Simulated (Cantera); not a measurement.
A freely propagating, adiabatic, planar premixed flame of CH4 : H2 : O2 : N2 = 1 : 0.39 : 2.39 : 8.97 (molar parts), unburnt at 673 K and 353 Torr; mixture-averaged transport, grid criteria slope 0.08 and curve 0.16, no radiation.

Computed with Cantera and GRI-Mech 3.0 (53 species, 325 reactions). Burning velocities carry a grid error of a few per cent, more on coarse grids.

x: mole fraction of selected species; z is measured from the peak of heat release.

```
z (mm)  T (K)  u (m/s)    x CH4    x H2    x O2  x NO2      x OH      x O
------  -----  -------  -------  ------  ------  -----  --------  -------
-1.69     673     2.33   0.0784  0.0307   0.187  <1e-8     <1e-8    <1e-8
-1.13     674     2.33   0.0784  0.0308   0.187  <1e-8     <1e-8  1.06e-8
-0.846    676     2.34   0.0782  0.0311   0.187  <1e-8   1.88e-7        …
-0.564    702     2.43   0.0768  0.0317   0.186  <1e-8   6.97e-6        …
-0.282    963     3.37   0.0615  0.0331   0.167  <1e-8  0.000107        …
-0.141   1328     4.69   0.0366  0.0334   0.132  <1e-8  0.000719        …
0        1704     6.07   0.0101  0.0298  0.0857  <1e-8   0.00353        …
0.141    1868     6.68  0.00106  0.0219  0.0550  <1e-8   0.00826        …
0.282    1908     6.82  6.10e-5  0.0173  0.0428  <1e-8    0.0109        …
0.564    1945     6.92  2.35e-7  0.0158  0.0363  <1e-8    0.0122  0.00828
1.13     1994     7.06    <1e-8  0.0157  0.0332  <1e-8    0.0126  0.00778
2.26     2060     7.26    <1e-8  0.0144  0.0310  <1e-8    0.0126        …
4.51     2142     7.50    <1e-8  0.0121  0.0287  <1e-8    0.0121        …
```

Task: Some entries are withheld; supply them.

Result: 
- -0.846, x O: 1.08e-7
- -0.564, x O: 1.68e-6
- -0.282, x O: 4.96e-5
- -0.141, x O: 0.000319
- 0, x O: 0.00174
- 0.141, x O: 0.00512
- 0.282, x O: 0.00746
- 2.26, x O: 0.00658
- 4.51, x O: 0.00499
